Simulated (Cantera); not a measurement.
A freely propagating, adiabatic, planar premixed flame of 4.44 % C3H8, 22.2 % O2, 73.3 % N2, unburnt at 525 K and 1.10 bar; mixture-averaged transport, grid criteria slope 0.08 and curve 0.16, no radiation.

Computed with Cantera and GRI-Mech 3.0 (53 species, 325 reactions). GRI-Mech 3.0 was tuned for natural gas; its chemistry of propane as a main component is partial and can be far from experiment. Burning velocities carry a grid error of a few per cent, more on coarse grids.

x: mole fraction of selected species; z is measured from the peak of heat release.

```
z (mm)   T (K)  u (m/s)    x C3H8    x O2    x C2H4  x CH4    x C2H2      x O
-------  -----  -------  --------  ------  --------  -----  --------  -------
-0.682     525     1.45    0.0444   0.222   1.62e-7    [?]     <1e-8    <1e-8
-0.455     526     1.45    0.0443   0.222   4.10e-6    [?]   2.20e-7    <1e-8
-0.341     530     1.47    0.0442   0.221   2.94e-5    [?]   1.53e-6    <1e-8
-0.227     561     1.57    0.0438   0.217  0.000327    [?]   1.69e-5    <1e-8
-0.114     876     2.51    0.0352   0.185   0.00513    [?]  0.000298  2.84e-6
-0.0568   1307     3.88    0.0145   0.138    0.0116    [?]  0.000970  9.65e-5
0         1740     5.31  0.000703  0.0852   0.00570    [?]   0.00176  0.00113
0.0568    1944     5.97   1.56e-6  0.0525  0.000448    [?]  0.000508  0.00406
0.114     2003     6.13     <1e-8  0.0385   1.28e-5    [?]   3.19e-5  0.00640
0.227     2055     6.25     <1e-8  0.0299     <1e-8    [?]   4.91e-8  0.00727
0.455     2122     6.41     <1e-8  0.0259     <1e-8  <1e-8     <1e-8  0.00656
0.909     2206     6.62     <1e-8  0.0228     <1e-8  <1e-8     <1e-8  0.00516
1.82      2299     6.86     <1e-8  0.0196     <1e-8  <1e-8     <1e-8  0.00362
```

Question: Fill in the missing entries.

Answer: 
- -0.682, x CH4: 3.77e-7
- -0.455, x CH4: 5.84e-6
- -0.341, x CH4: 2.95e-5
- -0.227, x CH4: 0.000206
- -0.114, x CH4: 0.00182
- -0.0568, x CH4: 0.00328
- 0, x CH4: 0.00205
- 0.0568, x CH4: 0.000354
- 0.114, x CH4: 2.89e-5
- 0.227, x CH4: 1.29e-7
